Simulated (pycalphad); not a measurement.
CALPHAD calculation (pycalphad, COST 507 light-alloy database (1999)), 1 atm. The data set is of 1999 and partly superseded. Phase fractions are per mole of atoms.

Give the equilibrium state of Sn-89.1Si (at.%) at 1190 K.

diamond (Si), fraction 0.889, with >99.99 Si at.%; liquid, fraction 0.111, with 1.7 Si at.%.
